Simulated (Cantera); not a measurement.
## Gas-phase reforming

A perfectly stirred reactor is fed with 22.0 % CH4, 70.3 % CO2, 7.69 % H2, at 0.133 bar; it is held at 1525 K, and followed from long to short residence time.

Cantera simulation using GRI-Mech 3.0 (53 species, 325 reactions); the numbers are that mechanism's predictions, not measurements.

```csv
τ (s),x CH4,x CO2,x H2,x O,x HCO,x CH3,x HO2
1.3,0.105,0.492,0.0777,1.79e-11,2.94e-9,0.000232,<1e-12
0.63,0.142,0.571,0.0819,1.46e-11,3.20e-9,0.000276,<1e-12
0.31,0.173,0.630,0.0838,1.18e-11,3.43e-9,0.000308,<1e-12
0.15,0.195,0.667,0.0822,9.57e-12,3.54e-9,0.000327,<1e-12
0.073,0.207,0.686,0.0796,7.93e-12,3.40e-9,0.000331,<1e-12
0.035,0.214,0.696,0.0777,6.41e-12,2.90e-9,0.000318,<1e-12
0.017,0.217,0.700,0.0770,4.76e-12,2.03e-9,0.000282,<1e-12
0.0084,0.219,0.702,0.0768,3.03e-12,1.01e-9,0.000226,<1e-12
```
x: mole fraction; the columns are a selection and need not sum to one.
